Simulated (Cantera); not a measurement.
Cantera run, input and output.

```python
import numpy as np
import cantera as ct

gas = ct.Solution("SiF4_NH3_mec.yaml", "gas")
gas.TPX = 1423, 69000, {'NH3': 1, 'N2': 2.1}
reactor = ct.IdealGasConstPressureReactor(gas, energy="off", clone=False)
net = ct.ReactorNet([reactor])
net.rtol, net.atol = 1e-08, 1e-18
show = ['NH3', 'NH2', 'NH', 'N2H4', 'N2', 'N2H2', 'N']
times = np.geomspace(1e-06, 50, 11)

steps = ct.SolutionArray(gas, extra=["t"])
rows = []
print(f"{'t/s':>10s}{'T/K':>9s}{'P/Pa':>11s}" + "".join(f"{s:>11s}" for s in show))
for t in times:
    while net.time < t:
        t_next = net.step()
        steps.append(gas.state, t=t_next)
    rows.append([np.interp(t, steps.t, y) for y in (steps.T, steps.P, *steps(*show).X.T)])
    print(f"{t:10.3e}{rows[-1][0]:9.1f}{rows[-1][1]:11.4g}" + "".join(f"{x:11.3e}" for x in rows[-1][2:]))
rate = np.gradient(steps.T, steps.t)
print("integrator steps:", len(steps.t))
if steps.T.max() > steps.T[0] + 200:
    print(f"time of steepest temperature rise: {steps.t[rate.argmax()]:.4e} s")
gas.TPX = 1423, 69000, {'NH3': 1, 'N2': 2.1}
gas.equilibrate("TP")
print(f"equilibrium (TP): T = {gas.T:.1f} K  " + "  ".join(f"{s} {gas[s].X[0]:.3e}" for s in show))
```

It prints:

```
       t/s      T/K       P/Pa        NH3        NH2         NH       N2H4         N2       N2H2          N
 1.000e-06   1423.0    6.9e+04  3.226e-01  4.492e-10  3.482e-18  4.287e-19  6.774e-01  1.766e-19  8.771e-26
 5.887e-06   1423.0    6.9e+04  3.226e-01  3.492e-09  3.122e-16  1.542e-16  6.774e-01  6.433e-17  9.015e-23
 3.466e-05   1423.0    6.9e+04  3.226e-01  2.195e-08  1.579e-14  3.161e-14  6.774e-01  1.483e-14  2.809e-20
 2.040e-04   1423.0    6.9e+04  3.226e-01  1.306e-07  1.102e-12  3.130e-12  6.774e-01  2.219e-12  1.075e-17
 1.201e-03   1423.0    6.9e+04  3.226e-01  7.694e-07  7.820e-11  1.444e-10  6.774e-01  1.514e-10  4.433e-15
 7.071e-03   1423.0    6.9e+04  3.226e-01  4.487e-06  2.775e-09  5.152e-09  6.774e-01  6.137e-09  3.173e-13
 4.163e-02   1423.0    6.9e+04  3.225e-01  1.568e-05  2.297e-08  6.321e-08  6.774e-01  8.021e-08  6.491e-12
 2.451e-01   1423.0    6.9e+04  3.220e-01  1.618e-05  2.533e-08  6.726e-08  6.773e-01  8.596e-08  3.608e-11
 1.443e+00   1423.0    6.9e+04  3.191e-01  1.573e-05  2.929e-08  6.357e-08  6.769e-01  8.305e-08  1.962e-10
 8.493e+00   1423.0    6.9e+04  3.037e-01  1.412e-05  3.282e-08  5.129e-08  6.749e-01  6.870e-08  5.986e-10
 5.000e+01   1423.0    6.9e+04  2.473e-01  1.006e-05  2.317e-08  2.605e-08  6.673e-01  3.345e-08  5.386e-10
integrator steps: 844
equilibrium (TP): T = 1423.0 K  NH3 9.463e-06  NH2 2.597e-10  NH 4.183e-13  N2H4 1.747e-17  N2 6.341e-01  N2H2 2.992e-15  N 7.287e-15
```

Cantera simulation using the gas-phase N/H chemistry of the illustrative SiF4/NH3 mechanism in the Surface Chemkin manual (1991); the numbers are that mechanism's predictions, not measurements. Walls and surfaces, which speed up NH3 decomposition in real reactors, are not modelled.
